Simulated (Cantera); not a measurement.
Feed: 1 mol Si, 0.024 mol H₂O, 1.9 mol N₂, 0.045 mol CO₂, at 4.90 Pa.

Cantera equilibrium calculation (NASA polynomials, part measured and part estimated; ideal gas, pure solids and liquids). Candidate condensed phases: C, C₆H₆, C₇H₈, C₈H₁₈, H₂O, Si, SiC, SiO₂, Si₂N₂O, Si₃N₄; 151 gas species. Mutual solubility and eutectic melting of coexisting phases are not modelled. The tables' values for SiN are old estimates; treat these amounts as uncertain. Rates play no part.

x: gas mole fraction; n: condensed amount in mol.

| T (°C) | x N₂ | x Si | x SiO | x CO | x H | x H₂ | n Si(l) | n SiC(s) |
|---|---|---|---|---|---|---|---|---|
| 1425 | 0.919 | 0.0134 | 0.0523 | 0.00277 | 0.00212 | 0.0105 | 0.824 | 0.0391 |
| 1475 | 0.902 | 0.0297 | 0.0504 | 0.00376 | 0.00323 | 0.00977 | 0.792 | 0.0366 |
| 1525 | 0.870 | 0.0629 | 0.0473 | 0.00488 | 0.00467 | 0.00863 | (withheld) | 0.0329 |
| 1575 | 0.807 | 0.128 | 0.0425 | 0.00595 | 0.00633 | 0.00698 | (withheld) | 0.0268 |
| 1625 | 0.687 | 0.251 | 0.0348 | 0.00650 | 0.00771 | 0.00477 | (withheld) | 0.0149 |
| 1675 | 0.644 | 0.298 | 0.0276 | 0.0110 | 0.00939 | 0.00338 | 0 | 0 |
| 1725 | 0.639 | 0.305 | 0.0250 | 0.0134 | 0.0113 | 0.00241 | 0 | 0 |
| 1775 | 0.637 | 0.308 | 0.0238 | 0.0145 | 0.0128 | 0.00161 | 0 | 0 |
| 1825 | 0.636 | 0.310 | 0.0233 | 0.0148 | 0.0140 | 0.00101 | 0 | 0 |
| 1875 | 0.635 | 0.310 | 0.0232 | 0.0150 | 0.0148 | 0.000617 | 0 | 0 |

**Question.** Complete the blanks.

**Answer.** 
- 1525, n Si(l): 0.719
- 1575, n Si(l): 0.555
- 1625, n Si(l): 0.152
